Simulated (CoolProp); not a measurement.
Vapour-liquid equilibrium of ethanol (1) + n-octane (2) at 172.05 °C; x and y are mole fractions of (1).

Computed with CoolProp (multi-fluid Helmholtz-energy mixture model, Schroeder 2014 and Beckmüller 2019; pair parameters Bell 2016).

```
x     bubble pressure, mixture model (MPa)  bubble pressure, Raoult's law (MPa)  y, mixture model  y, Raoult's law
----  ------------------------------------  -----------------------------------  ----------------  ---------------
0.05                                0.5285                               0.3820             0.391            0.218
0.15                                0.8281                               0.5168             0.610            0.483
0.25                                 1.014                               0.6517             0.687            0.638
0.35                                 1.140                               0.7866             0.730            0.740
0.45                                 1.236                               0.9215             0.762            0.812
0.55                                 1.320                                1.056             0.792            0.866
0.65                                 1.401                                1.191             0.825            0.908
0.75                                 1.479                                1.326             0.863            0.941
0.85                                 1.557                                1.461             0.909            0.968
0.95                                 1.630                                1.596             0.967            0.990
```

The largest gap from Raoult's law is +60.2 % in bubble pressure, at x = 0.15. No azeotrope shows between x = 0.05 and 0.95.

The pair parameters rest on a limited set of measurements; away from them the model extrapolates. With so large a gap from Raoult's law the liquid may split in two, which this calculation doesn't test in full.
